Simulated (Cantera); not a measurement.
Feed: 1 mol (CH3)2SiCl2, 0.4 mol CH4, 74 mol H2, at 18.8 Torr.

Cantera equilibrium calculation (NASA polynomials, part measured and part estimated; ideal gas, pure solids and liquids). Candidate condensed phases: C, C6H6, C7H8, C8H18, Si, SiC; 109 gas species. The feed counts by its element totals alone. Equilibrium is a limit: real reactors are often held back by kinetics, nucleation or transport. All values below are at 1025 K.

Base state: H2 0.973, HCl 0.0254, CH4 0.00174, SiCl4 1.08e-5 (mole fractions); condensed: C(graphite) + SiC(s).

What changes in the equilibrium state with this change: (CH3)2SiCl2 replaced by SiH4?


| species | before | after |
|---|---|---|
| H2 | 0.973 | 1.000 |
| CH4 | 0.00174 | 8.87e-7 |
| HCl | 0.0254 | 0 |
| SiCl4 | 1.08e-5 | 0 |
| C(graphite), mol | 1.26 | 0 |
| SiC(s), mol | 0.999 | 0.400 |
| Si(s), mol | 0 | 0.600 |
Mutual solubility and eutectic melting of coexisting phases are not modelled.
